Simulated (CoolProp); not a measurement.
A single-stage vapour-compression cycle with the fluid: evaporating at 274.15 K (dew point), condensing at 339.15 K (bubble point), superheat 0 K, subcooling 0 K, compressor efficiency 0.75, no pressure losses. The same conditions are run with several fluids, on thermodynamics alone (safety and materials aside).

Computed with CoolProp (reference Helmholtz-energy equation of state of each fluid (cyclopentane: Gedanitz 2015; the fluoroketone C6F12O (FK-5-1-12): McLinden 2015; cis-2-butene: Lemmon 2005; neopentane: Lemmon 2006; R407C: Lemmon 2003; R1132(E): Akasaka 2024)). Blends and air are pseudo-pure fits.

```json
[
 {"fluid": "cyclopentane", "cooling COP": "2.58", "pressure ratio": "11.4", "discharge temperature (K)": "367.5", "refrigerating effect (kJ/kg)": "302", "volumetric capacity (kJ/m³)": "140"},
 {"fluid": "the fluoroketone C6F12O (FK-5-1-12)", "cooling COP": "1.34", "pressure ratio": "13.4", "discharge temperature (K)": "339.1", "refrigerating effect (kJ/kg)": "29.1", "volumetric capacity (kJ/m³)": "53.7"},
 {"fluid": "cis-2-butene", "cooling COP": "2.39", "pressure ratio": "7.36", "discharge temperature (K)": "358.3", "refrigerating effect (kJ/kg)": "267", "volumetric capacity (kJ/m³)": "624"},
 {"fluid": "neopentane", "cooling COP": "2.07", "pressure ratio": "7.24", "discharge temperature (K)": "339.1", "refrigerating effect (kJ/kg)": "168", "volumetric capacity (kJ/m³)": "407"},
 {"fluid": "R407C", "cooling COP": "1.68", "pressure ratio": "6.60", "discharge temperature (K)": "372.8", "refrigerating effect (kJ/kg)": "103", "volumetric capacity (kJ/m³)": "2100"},
 {"fluid": "R1132(E)", "cooling COP": "1.67", "pressure ratio": "5.04", "discharge temperature (K)": "374.2", "refrigerating effect (kJ/kg)": "115", "volumetric capacity (kJ/m³)": "3180"}
]
```

The compression ends wet for: the fluoroketone C6F12O (FK-5-1-12); neopentane.
